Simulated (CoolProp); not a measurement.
Acetone at several states: fugacity coefficient from the reference equation and from simpler models built on Tc = 508.1 K, pc = 4.692 MPa, ω = 0.307; each cubic takes its own stable root.

Model: reference Helmholtz-energy equation of state, Lemmon 2006, in CoolProp. It is a short technical equation, of lower accuracy than the large ones.

```
T (K)  p (MPa)   phase  reference  van der Waals  Redlich-Kwong
-----  -------  ------  ---------  -------------  -------------
550       0.64     gas     0.9598         0.9668         0.9634
488.8   0.0822     gas     0.9921         0.9943         0.9933
269.9   0.0482  liquid     0.1604         0.9871         0.4856
325.9     11.4  liquid    0.01040        0.08333        0.02380
187.9    0.933  liquid   9.152e-6        0.01408       5.727e-5
```

At some of these states van der Waals gives the other phase, because its saturation line lies elsewhere.
